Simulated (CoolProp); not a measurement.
CH2F2 (R32) along the isobar 7.01 MPa: density (kg/m³) from the reference equation and from simpler models built on Tc = 351.3 K, pc = 5.783 MPa, ω = 0.277; each cubic takes its own stable root.

The numbers come from the reference Helmholtz-energy equation of state, Tillner-Roth 1997 in CoolProp.

```json
[
 {"T (K)": "179.1", "phase": "liquid", "reference": "1332"},
 {"T (K)": "204.7", "phase": "liquid", "reference": "1268"},
 {"T (K)": "230.3", "phase": "liquid", "reference": "1201"},
 {"T (K)": "255.9", "phase": "liquid", "reference": "1129"},
 {"T (K)": "281.5", "phase": "liquid", "reference": "1050"},
 {"T (K)": "307.1", "phase": "liquid", "reference": "956.4"},
 {"T (K)": "332.7", "phase": "liquid", "reference": "833.4"},
 {"T (K)": "358.2", "phase": "supercritical", "reference": "547.4"},
 {"T (K)": "383.8", "phase": "supercritical", "reference": "195.6"},
 {"T (K)": "409.4", "phase": "supercritical", "reference": "152.3"},
 {"T (K)": "435", "phase": "supercritical", "reference": "130.0"}
]
```

Question: How far does each simpler model (van der Waals, Redlich-Kwong, Soave-Redlich-Kwong, Peng-Robinson) lie from the reference over these 11 states: mean and median of the absolute difference, and the worst?

Answer: 
- van der Waals: mean 33.5 %, median 45.6 %, worst -48.7 % at 179.1 K and 7.01 MPa
- Redlich-Kwong: mean 18.6 %, median 24.5 %, worst -28.3 % at 332.7 K and 7.01 MPa
- Soave-Redlich-Kwong: mean 18.8 %, median 22.2 %, worst -28.9 % at 358.2 K and 7.01 MPa
- Peng-Robinson: mean 10.8 %, median 12.0 %, worst -22.9 % at 358.2 K and 7.01 MPa
